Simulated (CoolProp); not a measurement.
Model: reference Helmholtz-energy equation of state, Lemmon and Jacobsen 2000, in CoolProp.

Q: Give the vapour pressure (bar), liquid density (kg/m³), vapour density (kg/m³), liquid viscosity (µPa s) of saturated R143a at 259.7 K.

A: 
```
T (K)  p (bar)  liquid density (kg/m³)  vapour density (kg/m³)  liquid viscosity (µPa s)
-----  -------  ----------------------  ----------------------  ------------------------
259.7     3.98                    1070                    17.6                       160
```

Viscosity comes from a separate model (Klein 1997), an estimate that may be off by 10 % or more.
